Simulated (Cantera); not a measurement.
Cantera run, input and output.

```python
import numpy as np
import cantera as ct

gas = ct.Solution("gri30.yaml")
gas.TPX = 750, 950000, {'CH4': 1, 'CO': 0.11, 'O2': 4.37, 'N2': 12.7}
inlet = ct.Reservoir(gas, clone=True)
gas.equilibrate("HP")  # start burning
reactor = ct.IdealGasConstPressureReactor(gas, energy="on", clone=False)
exhaust = ct.Reservoir(gas, clone=True)
tau = [0.049, 0.017, 0.0062, 0.0022, 0.00078, 0.00027, 9.7e-05, 3.4e-05, 1.2e-05, 4.3e-06][0]
for a, b in ((inlet, reactor), (reactor, exhaust)):
    ct.MassFlowController(a, b, mdot=lambda t: reactor.mass / tau)
net = ct.ReactorNet([reactor])
show = ['CH4', 'CO', 'O2', 'OH', 'HCN', 'H2O2', 'HCO']

rows = []
print(f"{'tau/s':>10s}{'T/K':>9s}" + "".join(f"{s:>11s}" for s in show))
for tau in [0.049, 0.017, 0.0062, 0.0022, 0.00078, 0.00027, 9.7e-05, 3.4e-05, 1.2e-05, 4.3e-06]:
    net.initial_time = 0.0
    net.advance(30 * tau)
    before = gas.X
    net.advance(40 * tau)
    drift = np.max(np.abs(gas.X - before) / (gas.X + 1e-9))
    rows.append([gas.T, *gas[show].X, drift])
    print(f"{tau:10.3e}{gas.T:9.1f}" + "".join(f"{x:11.3e}" for x in gas[show].X))
```

It prints:

```
     tau/s      T/K        CH4         CO         O2         OH        HCN       H2O2        HCO
 4.900e-02   1983.4  2.352e-06  1.078e-04  1.274e-01  1.028e-03  1.502e-08  2.198e-07  2.470e-09
 1.700e-02   1982.7  6.379e-06  1.835e-04  1.274e-01  1.080e-03  1.577e-08  2.329e-07  7.105e-09
 6.200e-03   1980.6  1.548e-05  3.600e-04  1.275e-01  1.192e-03  1.691e-08  2.635e-07  1.942e-08
 2.200e-03   1975.7  3.536e-05  7.649e-04  1.277e-01  1.413e-03  1.933e-08  3.322e-07  5.472e-08
 7.800e-04   1965.8  7.586e-05  1.627e-03  1.281e-01  1.758e-03  2.393e-08  4.630e-07  1.556e-07
 2.700e-04   1945.7  1.643e-04  3.511e-03  1.289e-01  2.197e-03  3.171e-08  6.934e-07  4.585e-07
 9.700e-05   1905.6  3.749e-04  7.528e-03  1.311e-01  2.522e-03  4.350e-08  1.073e-06  1.310e-06
 3.400e-05    750.0  5.501e-02  6.051e-03  2.404e-01  1.455e-15  8.726e-22  3.487e-17  1.990e-22
 1.200e-05    750.0  5.501e-02  6.051e-03  2.404e-01  1.305e-15 -8.158e-27  4.079e-18  1.774e-22
 4.300e-06    750.0  5.501e-02  6.051e-03  2.404e-01  1.019e-15  3.674e-32  5.205e-19  1.377e-22
```

Cantera simulation using GRI-Mech 3.0 (53 species, 325 reactions); the numbers are that mechanism's predictions, not measurements.
